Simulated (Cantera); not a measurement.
A closed system holds: 1 mol SiH₂Cl₂, 30 mol N₂, 0.21 mol H₂, at 550 °C and 1.00 bar.

These are equilibrium values from Cantera (NASA tables, ideal gas, pure condensed phases), not measurements of a reactor. Candidate condensed phases: NH₄Cl, Si, Si₃N₄; 28 gas species. N₂ is the only nitrogen source here; it is nearly inert below about 1500 K, so the nitride shown seldom forms there in practice. Rates play no part.

Base state: N₂ 0.936, HCl 0.0401, H₂ 0.0184, SiCl₄ 0.00585 (mole fractions); condensed: Si₃N₄(s).

Q: What changes in the equilibrium state with this change: SiH₂Cl₂ replaced by SiCl₄?

A: 
```json
[
 {"species": "N₂", "before": "0.936", "after": "0.958"},
 {"species": "SiCl₄", "before": "0.00585", "after": "0.0290"},
 {"species": "HCl", "before": "0.0401", "after": "0.0120"},
 {"species": "H₂", "before": "0.0184", "after": "0.000730"},
 {"species": "Si₃N₄(s), mol", "before": "0.272", "after": "0.0312"}
]
```
